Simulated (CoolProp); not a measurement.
Properties of n-decane along the isobar 2.24 MPa.

Model: reference Helmholtz-energy equation of state, Lemmon 2006, in CoolProp. It is a short technical equation, of lower accuracy than the large ones.

```json
[
 {"T (K)": "531.7", "phase": "liquid", "density (kg/m³)": "523.8", "isothermal compressibility (1/MPa)": "0.01073", "conductivity (mW/(m K))": "82.3", "fugacity coefficient": "0.2382"},
 {"T (K)": "544.3", "phase": "liquid", "density (kg/m³)": "508.1", "isothermal compressibility (1/MPa)": "0.01353", "conductivity (mW/(m K))": "80.6", "fugacity coefficient": "0.2837"},
 {"T (K)": "556.9", "phase": "liquid", "density (kg/m³)": "490.9", "isothermal compressibility (1/MPa)": "0.01768", "conductivity (mW/(m K))": "78.9", "fugacity coefficient": "0.3333"},
 {"T (K)": "569.6", "phase": "liquid", "density (kg/m³)": "471.5", "isothermal compressibility (1/MPa)": "0.02431", "conductivity (mW/(m K))": "77.2", "fugacity coefficient": "0.3874"},
 {"T (K)": "582.2", "phase": "liquid", "density (kg/m³)": "449.3", "isothermal compressibility (1/MPa)": "0.03588", "conductivity (mW/(m K))": "75.7", "fugacity coefficient": "0.4443"},
 {"T (K)": "594.8", "phase": "liquid", "density (kg/m³)": "422.3", "isothermal compressibility (1/MPa)": "0.05992", "conductivity (mW/(m K))": "74.1", "fugacity coefficient": "0.5037"},
 {"T (K)": "607.4", "phase": "liquid", "density (kg/m³)": "385.6", "isothermal compressibility (1/MPa)": "0.1304", "conductivity (mW/(m K))": "72.6", "fugacity coefficient": "0.5644"},
 {"T (K)": "620", "phase": "supercritical", "density (kg/m³)": "308.5", "isothermal compressibility (1/MPa)": "1.108", "conductivity (mW/(m K))": "73.4", "fugacity coefficient": "0.6240"}
]
```

Thermal conductivity comes from a separate model (Huber 2005).
